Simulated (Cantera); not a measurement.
Feed: 1 mol B, 2.1 mol O₂, 8.6 mol H₂, held at 1275 K and 34.0 Pa.

Cantera equilibrium calculation (NASA polynomials, part measured and part estimated; ideal gas, pure solids and liquids). Candidate condensed phases: B, B₂O₃, B₃O₃H₃, H₂O; 23 gas species. Rates play no part.

Base state: H₂ 0.664, H₂O 0.272, HBO₂ 0.0640, B₂O₃ 0.000270, H 3.26e-5, (HBO₂)₃ 2.34e-5, HBO 1.65e-5 (mole fractions); condensed: B₂O₃(l).

Question: What changes in the equilibrium state with this change: pressure from 34.0 Pa to 17000 Pa?

Answer: 
| species | before | after |
|---|---|---|
| H₂ | 0.664 | 0.685 |
| H₂O | 0.272 | 0.311 |
| HBO₂ | 0.0640 | 0.00306 |
| B₂O₃ | 0.000270 | 5.41e-7 |
| (HBO₂)₃ | 2.34e-5 | 0.000641 |
| HBO | 1.65e-5 | 7.10e-7 |
| B₂O₃(l), mol | 0.213 | 0.479 |
Gases not in the tables: H₃BO₃.
